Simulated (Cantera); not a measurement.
A closed system holds: 1 mol SiH2Cl2, 0.095 mol O3, 28 mol H2, equilibrated at 22.5 Torr.

Cantera equilibrium calculation (NASA polynomials, part measured and part estimated; ideal gas, pure solids and liquids). Candidate condensed phases: H2O, Si, SiO2; 30 gas species. Mutual solubility and eutectic melting of coexisting phases are not modelled. The tables hold silica as quartz up to 1696 K and as liquid above; real silica turns to tridymite and cristobalite and melts near 1996 K. The numbers say what is thermodynamically allowed, not how fast it happens.

Q: What share of the Si ends up in condensed phases as a function of T (K), at 775, 825, 875, 925, 975, 1025, 1075, 1125, 1175, 1225?

A: 
```json
[
 {"T (K)": "775", "Si condensed (%)": "46.7", "as": "Si(s) + SiO2(α-quartz)"},
 {"T (K)": "825", "Si condensed (%)": "47.8", "as": "Si(s) + SiO2(α-quartz)"},
 {"T (K)": "875", "Si condensed (%)": "49.6", "as": "Si(s) + SiO2(β-quartz)"},
 {"T (K)": "925", "Si condensed (%)": "52.1", "as": "Si(s) + SiO2(β-quartz)"},
 {"T (K)": "975", "Si condensed (%)": "55.5", "as": "Si(s) + SiO2(β-quartz)"},
 {"T (K)": "1025", "Si condensed (%)": "59.7", "as": "Si(s) + SiO2(β-quartz)"},
 {"T (K)": "1075", "Si condensed (%)": "64.3", "as": "Si(s) + SiO2(β-quartz)"},
 {"T (K)": "1125", "Si condensed (%)": "68.7", "as": "Si(s) + SiO2(β-quartz)"},
 {"T (K)": "1175", "Si condensed (%)": "72.2", "as": "Si(s) + SiO2(β-quartz)"},
 {"T (K)": "1225", "Si condensed (%)": "74.4", "as": "Si(s) + SiO2(β-quartz)"}
]
```
